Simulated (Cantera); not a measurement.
Cantera run:

```python
import numpy as np
import cantera as ct

gas_names = """
    H HNO HNO2 HNO3 HO2 H2 H2O H2O2 Hg N NH NH2 NH3 NH2OH NO NO2 NO3 N2 N2H2 N2H4 N2O O OH O2 O3
""".split()
cond_names = """
    H2O(s) H2O(L) Hg(cr) Hg(L) HgO(s)
""".split()


# ... load() reads the species with a 1 bar reference pressure and builds the phases ...
atoms = {
    'HgO': {'Hg': 1, 'O': 1},
    'H2': {'H': 2},
    'N2': {'N': 2},
}
top_T = {}  # K; cautious upper limits of use, not melting points


# ... equilibrate(T, P, feed) seeds the gas with the atoms and calls Mixture.equilibrate('TP', solver="vcs", rtol=1e-11, max_steps=5000) ...
results = []
T = 848.15  # K
P = 51  # Pa
for m in [0.1, 0.28, 0.47, 0.65, 0.83, 1, 1.2, 1.4, 1.6, 1.7, 1.9]:
    feed = {'HgO': 1, 'H2': m, 'N2': 25}  # mol
    mix = equilibrate(T, P, feed)
    results.append((T, P, feed, dict(zip(mix.species_names, mix.species_moles))))

top = {s: max(r[3][s] / sum(r[3][g] for g in gas_names) for r in results) for s in gas_names}
cols = sorted((s for s in top if top[s] > 1e-05), key=lambda s: -top[s])[:5]
seen = [c for c in cond_names if any(r[3].get(c, 0) > 1e-12 for r in results)]
print("log10 of partial pressures in bar; condensed amounts in mol")
print(f"{'n(H2)':>10s}" + "".join(f"{s[:9]:>10s}" for s in cols + seen))
for T, P, feed, n in results:
    ng = sum(n[g] for g in gas_names)
    print(f"{feed['H2']:10.4g}" + "".join(f"{np.log10(max(n[s] / ng * P / 1e5, 1e-99)):10.3f}" for s in cols)
          + "".join(f"{n.get(c, 0):10.4g}" for c in seen))
```

Output:

```
log10 of partial pressures in bar; condensed amounts in mol
     n(H2)        N2        Hg       H2O        H2        O2
       0.1    -3.319    -4.716    -5.716   -15.556    -5.063
      0.28    -3.320    -4.718    -5.271   -15.061    -5.162
      0.47    -3.322    -4.720    -5.047   -14.771    -5.296
      0.65    -3.323    -4.721    -4.908   -14.540    -5.478
      0.83    -3.324    -4.722    -4.803   -14.278    -5.793
         1    -3.326    -4.724    -4.724   -11.285   -11.621
       1.2    -3.329    -4.727    -4.727    -5.426   -23.345
       1.4    -3.332    -4.730    -4.730    -5.128   -23.947
       1.6    -3.335    -4.733    -4.733    -4.955   -24.299
       1.7    -3.337    -4.735    -4.735    -4.890   -24.433
       1.9    -3.340    -4.738    -4.738    -4.784   -24.651
```

These are equilibrium values from Cantera (NASA tables, ideal gas, pure condensed phases), not measurements of a reactor.
